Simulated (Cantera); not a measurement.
Charge: 1 mol Si2H6, 0.47 mol O3, at 1552 °C and 16.0 Pa.

Method: chemical equilibrium by Gibbs-energy minimisation in Cantera with the NASA 1993 tables (ideal gas, pure condensed phases). Candidate condensed phases: H2O, Si, SiO2; 18 gas species. The feed counts by its element totals alone. Gases not in the tables: Si2H6 and higher silanes. Kinetics and transport are ignored.

Base state: H2 0.637, SiO 0.306, Si 0.0284, H 0.0278, SiH 0.000305, Si2 0.000185, Si3 4.34e-5, SiH2 2.27e-5 (mole fractions); condensed: Si(l).

**Question.** What changes in the equilibrium state with this change: temperature from 1552 °C to 502 °C?

**Answer.** 
```csv
species,before,after
H2,0.637,1.00
SiO,0.306,<1e-9
Si,0.0284,<1e-9
H,0.0278,<1e-9
SiH,0.000305,<1e-9
Si2,0.000185,<1e-9
Si3,4.34e-5,<1e-9
SiH2,2.27e-5,<1e-9
"Si(l), mol",0.455,0
"Si(s), mol",0,1.29
"SiO2(α-quartz), mol",0,0.705
```
